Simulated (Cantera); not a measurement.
An isothermal, constant-pressure homogeneous reactor starts with N₂O : O₂ = 1 : 0.27 (molar parts), at 1100 K and 0.0690 bar. Integrator tolerance rtol = 1e-08.

Detailed kinetics in Cantera: GRI-Mech 3.0 (53 species, 325 reactions). GRI-Mech 3.0 was tuned for natural gas; its chemistry of N2O as a main component is partial and can be far from experiment. The mechanism lacks the step 2 NO + O2 → 2 NO2, which can matter for NO2 below about 1400 K. The temperature is held fixed by assumption; the heat of reaction is taken as removed at once.

What does this change do: pressure from 0.0690 bar to 0.110 bar?


```csv
quantity,before,after
x(N₂O) at 40.0 s,0.592 (gas-phase equilibrium 1.74e-9),0.505 (gas-phase equilibrium 2.20e-9)
x(O₂) at 40.0 s,0.263 (gas-phase equilibrium 0.435),0.285 (gas-phase equilibrium 0.435)
x(NO₂) at 40.0 s,9.99e-6 (gas-phase equilibrium 1.12e-6),2.22e-5 (gas-phase equilibrium 1.42e-6)
x(N₂) at 40.0 s,0.136 (gas-phase equilibrium 0.565),0.196 (gas-phase equilibrium 0.565)
x(NO) at 40.0 s,0.00955 (gas-phase equilibrium 0.000104),0.0137 (gas-phase equilibrium 0.000104)
x(O) at 40.0 s,3.27e-7 (gas-phase equilibrium 6.31e-9),3.20e-7 (gas-phase equilibrium 5.00e-9)
```
